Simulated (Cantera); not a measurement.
What does this Cantera script print?

```python
import numpy as np
import cantera as ct

gas_names = """
    AL ALN ALO ALO2 AL2 AL2O AL2O2 N NO NO2 NO3 N2 N2O O O2 O3 Si SiN SiO SiO2 Si2 Si2N Si3
""".split()
cond_names = """
    AL(cr) AL(L) ALN(s) AL2O3(a) AL2O3(L) AL2SiO5(an) AL6Si2O13(s) Si(cr) Si(L) SiO2(Lqz) SiO2(hqz)
    SiO2(L) Si2N2O(s) Si3N4(a)
""".split()


# ... load() reads the species with a 1 bar reference pressure and builds the phases ...
atoms = {
    'SiO2': {'Si': 1, 'O': 2},
    'Al2O3': {'AL': 2, 'O': 3},
    'N2': {'N': 2},
}
top_T = {'ALN(s)': 2750, 'AL2SiO5(an)': 2000, 'AL6Si2O13(s)': 2100, 'Si2N2O(s)': 2100, 'Si3N4(a)': 2400}  # K; cautious upper limits of use, not melting points


# ... equilibrate(T, P, feed) seeds the gas with the atoms and calls Mixture.equilibrate('TP', solver="vcs", rtol=1e-11, max_steps=5000) ...
results = []
feed = {'SiO2': 1, 'Al2O3': 0.86, 'N2': 1.1}  # mol
T = 1275  # K
P = 4600  # Pa
mix = equilibrate(T, P, feed)
results.append((T, P, feed, dict(zip(mix.species_names, mix.species_moles))))
x = sorted(zip(gas.X, gas.species_names), reverse=True)
print(f"T = {T:g} K  P = {P:g} Pa  gas = {mix.phase_moles(0):.4g} mol")
print("   x: " + "  ".join(f"{s} {v:.3e}" for v, s in x if v > 1e-05))
print("   condensed (mol): " + ("  ".join(f"{mix.phase(i).name} {mix.phase_moles(i):.4g}"
      for i in range(1, mix.n_phases) if mix.phase_moles(i) > 1e-12) or "none"))
```

Output:

```
T = 1275 K  P = 4600 Pa  gas = 1.1 mol
   x: N2 1.000e+00
   condensed (mol): AL6Si2O13(s) 0.2867  SiO2(hqz) 0.4267
```

Method: chemical equilibrium by Gibbs-energy minimisation in Cantera with the NASA 1993 tables (ideal gas, pure condensed phases). Mutual solubility and eutectic melting of coexisting phases are not modelled. The tables hold silica as quartz up to 1696 K and as liquid above; real silica turns to tridymite and cristobalite and melts near 1996 K. Condensed phases not in the tables: alloys, solid solutions and most ternary compounds.
